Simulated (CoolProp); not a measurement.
Model: reference Helmholtz-energy equation of state, Thol 2015, in CoolProp.

### Question
For octamethylcyclotetrasiloxane (D4), give the phase and the density (kg/m³), cv (kJ/(kg K)), speed of sound (m/s) at 222.85 °C and 7060 kPa; 334.35 °C and 201 kPa.

### Answer
- 222.85 °C and 7060 kPa: liquid; density 741, cv 1.82, speed of sound 468
- 334.35 °C and 201 kPa: gas; density 12.4, cv 1.99, speed of sound 125
